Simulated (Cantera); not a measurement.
Standard-state values (1 bar) from the NASA 1993 polynomials, evaluated with Cantera. Values are per mole of reaction as written; species without (g) are pure solids or liquids, kept so even where they would boil at 1 bar.

Question: Between 998 and 1398 K, where is each reaction favourable under standard conditions?
- H(g) + CsOH ⇌ H2O(g) + Cs(g)

Answer: 
- H(g) + CsOH ⇌ H2O(g) + Cs(g): ΔG° is -85 kJ at 998 K and -113 kJ at 1398 K; it stays negative (K > 1). ΔH° is -24 kJ and ΔS° 64 J/K at 1398 K.
